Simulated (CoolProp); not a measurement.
Saturated liquid density (kg/m³) of propylene: the reference equation beside estimates from Tc = 364.2 K, pc = 4.555 MPa, ω = 0.146. Rackett uses Z = 0.29056 − 0.08775 ω.

Computed with CoolProp (reference Helmholtz-energy equation of state, Lemmon 2013).

| T (K) | reference | Rackett | Soave-Redlich-Kwong |
|---|---|---|---|
| 249.9 | 578.8 | 571.8 | 541.1 |
| 257.9 | 567.9 | 561.1 | 529.5 |
| 265.8 | 556.8 | 550.2 | 517.3 |
| 273.8 | 545.2 | 538.7 | 504.3 |
| 281.8 | 533.0 | 526.7 | 490.5 |
| 289.7 | 520.5 | 514.4 | 476.0 |
| 297.7 | 507.1 | 501.2 | 460.2 |
| 305.7 | 492.8 | 487.2 | 443.3 |
| 313.6 | 477.7 | 472.4 | 425.1 |
| 321.6 | 461.1 | 456.1 | 405.1 |
| 329.6 | 442.7 | 438.2 | 383.0 |
| 337.5 | 422.0 | 418.3 | 358.4 |

Absolute difference from the reference over all 12 rows, mean and median: Rackett 1.1 and 1.2 %, Soave-Redlich-Kwong 9.6 and 8.9 %.
